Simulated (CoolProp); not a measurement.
Carbon monoxide along the isobar 6.63 MPa: fugacity coefficient from the reference equation and from simpler models built on Tc = -140.3 °C, pc = 3.498 MPa, ω = 0.050; each cubic takes its own stable root.

Model: reference Helmholtz-energy equation of state, Lemmon 2006, in CoolProp. It is a short technical equation, of lower accuracy than the large ones.

```json
[
 {"T (°C)": "-170.85", "phase": "liquid", "reference": "0.1115"},
 {"T (°C)": "-152.65", "phase": "liquid", "reference": "0.2739"},
 {"T (°C)": "-134.55", "phase": "supercritical", "reference": "0.4818"},
 {"T (°C)": "-116.45", "phase": "supercritical", "reference": "0.6558"},
 {"T (°C)": "-98.25", "phase": "supercritical", "reference": "0.7601"},
 {"T (°C)": "-80.15", "phase": "supercritical", "reference": "0.8287"},
 {"T (°C)": "-62.05", "phase": "supercritical", "reference": "0.8771"},
 {"T (°C)": "-43.85", "phase": "supercritical", "reference": "0.9124"},
 {"T (°C)": "-25.75", "phase": "supercritical", "reference": "0.9386"},
 {"T (°C)": "-7.65", "phase": "supercritical", "reference": "0.9584"},
 {"T (°C)": "10.55", "phase": "supercritical", "reference": "0.9737"},
 {"T (°C)": "28.65", "phase": "supercritical", "reference": "0.9855"},
 {"T (°C)": "46.75", "phase": "supercritical", "reference": "0.9947"},
 {"T (°C)": "64.95", "phase": "supercritical", "reference": "1.002"}
]
```

**Question.** How far does each simpler model (van der Waals, Soave-Redlich-Kwong, Peng-Robinson) lie from the reference over these 14 states: mean and median of the absolute difference, and the worst?

**Answer.** 
- van der Waals: mean 10.4 %, median 3.4 %, worst +80.1 % at -170.85 °C and 6.63 MPa
- Soave-Redlich-Kwong: mean 1.1 %, median 1.2 %, worst +1.6 % at -152.65 °C and 6.63 MPa
- Peng-Robinson: mean 2.5 %, median 2.4 %, worst -4.4 % at -116.45 °C and 6.63 MPa
